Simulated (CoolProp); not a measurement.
C3F8 (R218) at several states: Z from the reference equation and from simpler models built on Tc = 345.0 K, pc = 2.640 MPa, ω = 0.317; each cubic takes its own stable root.

Values from CoolProp's reference Helmholtz-energy equation of state, Lemmon 2006. It is a short technical equation, of lower accuracy than the large ones.

| T (K) | p (MPa) | phase | reference |
|---|---|---|---|
| 160.2 | 0.174 | liquid | 0.01302 |
| 278 | 0.207 | gas | 0.9414 |
| 218.6 | 0.0255 | gas | 0.9825 |
| 400.7 | 6.68 | supercritical | 0.5309 |

Question: How far does each simpler model (van der Waals, Peng-Robinson) lie from the reference over these 4 states: mean and median of the absolute difference, and the worst?

Answer: 
- van der Waals: mean 17.2 %, median 2.4 %, worst +63.0 % at 160.2 K and 0.174 MPa
- Peng-Robinson: mean 2.2 %, median 1.9 %, worst -4.7 % at 160.2 K and 0.174 MPa
